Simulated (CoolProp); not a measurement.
Values from CoolProp's reference Helmholtz-energy equation of state, Schroeder 2014.

Q: For ethanol, give the phase and the cp (kJ/(kg K)), viscosity (µPa s), Prandtl number, fugacity coefficient at 165.75 °C and 18.8 bar; 165.75 °C and 75.2 bar.

A: 
- 165.75 °C and 18.8 bar: liquid; cp 4.03, viscosity 141, Prandtl number 4.05, fugacity coefficient 0.657
- 165.75 °C and 75.2 bar: liquid; cp 3.89, viscosity 156, Prandtl number 4.20, fugacity coefficient 0.184

Viscosity comes from a separate model (Kiselev 2005). Thermal conductivity comes from a separate model (Assael 2013).
